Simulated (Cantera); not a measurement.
**Thermodynamics of silicon oxide and oxynitride deposition, feed Si2H6 + NO + H2**

Charge: 1 mol Si2H6, a varied amount of NO, 0.12 mol H2, held at 1900 K and 0.370 bar.

Method: chemical equilibrium by Gibbs-energy minimisation in Cantera with the NASA 1993 tables (ideal gas, pure condensed phases). Candidate condensed phases: H2O, Si, SiO2, Si2N2O, Si3N4; 35 gas species. The feed counts by its element totals alone. Mutual solubility and eutectic melting of coexisting phases are not modelled. The tables hold silica as quartz up to 1696 K and as liquid above; real silica turns to tridymite and cristobalite and melts near 1996 K. Gases not in the tables: Si(OH)4, Si2H6 and higher silanes. Equilibrium is a limit: real reactors are often held back by kinetics, nucleation or transport.

From 0.15 mol NO to 0.74 mol NO the condensed part is Si(l) + Si2N2O(s). From 1.7 mol NO to 3.7 mol NO the condensed part is SiO2(condensed) + Si2N2O(s). From 8.2 mol NO to 18 mol NO the condensed part is SiO2(condensed).

```json
[
 {"n(NO) (mol)": "0.15", "x H2": "0.951", "x N2": "0.0124", "x H2O": "1.13e-5", "x O2": "<1e-12", "x SiO": "0.0353", "n Si(l)": "1.82", "n Si2N2O(s)": "0.0343", "n SiO2(condensed)": "0"},
 {"n(NO) (mol)": "0.33", "x H2": "0.934", "x N2": "0.00768", "x H2O": "1.79e-5", "x O2": "<1e-12", "x SiO": "0.0571", "n Si(l)": "1.53", "n Si2N2O(s)": "0.139", "n SiO2(condensed)": "0"},
 {"n(NO) (mol)": "0.74", "x H2": "0.886", "x N2": "0.00402", "x H2O": "3.25e-5", "x O2": "<1e-12", "x SiO": "0.109", "n Si(l)": "0.904", "n Si2N2O(s)": "0.356", "n SiO2(condensed)": "0"},
 {"n(NO) (mol)": "1.7", "x H2": "0.847", "x N2": "0.0547", "x H2O": "0.000329", "x O2": "<1e-12", "x SiO": "0.0963", "n Si(l)": "0", "n Si2N2O(s)": "0.649", "n SiO2(condensed)": "0.348"},
 {"n(NO) (mol)": "3.7", "x H2": "0.595", "x N2": "0.352", "x H2O": "0.000430", "x O2": "<1e-12", "x SiO": "0.0518", "n Si(l)": "0", "n Si2N2O(s)": "0.0104", "n SiO2(condensed)": "1.71"},
 {"n(NO) (mol)": "8.2", "x H2": "0.000329", "x N2": "0.527", "x H2O": "0.400", "x O2": "0.0677", "x SiO": "3.08e-8", "n Si(l)": "0", "n Si2N2O(s)": "0", "n SiO2(condensed)": "2.00"},
 {"n(NO) (mol)": "18", "x H2": "6.82e-5", "x N2": "0.509", "x H2O": "0.176", "x O2": "0.306", "x SiO": "1.45e-8", "n Si(l)": "0", "n Si2N2O(s)": "0", "n SiO2(condensed)": "2.00"}
]
```
x: gas mole fraction; n: condensed amount in mol.
